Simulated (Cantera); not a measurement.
Mixture: H₂ : O₂ : N₂ : NO = 1 : 0.649 : 2.44 : 0.01 (molar parts), at 13.0 bar, adiabatic and at constant volume. Ignition delay is the time to a rise of 400 K.

Computed with Cantera and GRI-Mech 3.0 (53 species, 325 reactions). The hydrogen kinetics of GRI-Mech 3.0 are dated; newer H2 mechanisms differ, most at raised pressure. The pressure lies above the range GRI-Mech 3.0 was tuned for (to about 10 atm). The mechanism lacks 2 NO + O2 → 2 NO2 and HONO, so NO2 and the effect of NO are under-described below about 1400 K.

Q: At T0 = 1325 K, what is the delay, and which 7 reactions control it most (d ln τ / d ln k, from doubling and halving each rate constant)?

A: The delay is 3.24 µs.
```
reaction                  d ln τ / d ln k   faster rate
------------------------  ---------------  ------------
H + O2 <=> O + OH                   -1.29   shortens it
H + O2 + N2 <=> HO2 + N2             0.49  lengthens it
H + O2 + M <=> HO2 + M               0.33  lengthens it
H2 + O <=> H + OH                   -0.19   shortens it
HO2 + NO <=> NO2 + OH               -0.12   shortens it
H2 + OH <=> H + H2O                 -0.11   shortens it
H + O2 + O2 <=> HO2 + O2             0.10  lengthens it
```
